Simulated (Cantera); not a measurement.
Feed: 1 mol CuO, 0.49 mol CH4, 6.6 mol N2, equilibrated at 750 Torr.

Equilibrium computed with Cantera from the NASA thermochemical tables; the gas is ideal and each condensed phase is pure. Candidate condensed phases: C, C6H6, C7H8, C8H18, Cu, CuO, Cu(OH)2, Cu2O, H2O; 139 gas species. Rates play no part. All values below are at 1350 K.

Base state: N2 0.818, H2 0.0734, H2O 0.0480, CO 0.0456, CO2 0.0152 (mole fractions); condensed: Cu(s).

### Question
What changes in the equilibrium state with this change: CH4 from 0.49 to 0.75 mol?

### Answer
| species | before | after |
|---|---|---|
| N2 | 0.818 | 0.746 |
| H2 | 0.0734 | 0.147 |
| CO | 0.0456 | 0.0787 |
| CO2 | 0.0152 | 0.00604 |
| H2O | 0.0480 | 0.0222 |
| Cu(s), mol | 1.000 | 1.000 |
